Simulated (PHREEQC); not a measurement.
A solution holds 100 mmol/kgw NaH2PO4, 33 mmol/kgw HNO3 and 0.32 mmol/kgw H4SiO4, at 20 °C. It is in equilibrium with CO2 at log p = -1 (atm). Otherwise closed; pH follows from the charge balance.

Model: ion-association model, phreeqc.dat, run in PHREEQC.

Task: The ionic strength comes out as 0.104 mol/kgw. What activity coefficients do NO3-, Na+, H+, HPO4-2, H2PO4- get?

Result: NO3- 0.75, Na+ 0.78, H+ 0.82, HPO4-2 0.37, H2PO4- 0.79.

No solid was allowed to form. Saturation is exceeded, for instance for Quartz (slow to form), Chalcedony (slow to form); the values hold only as long as no solid forms.
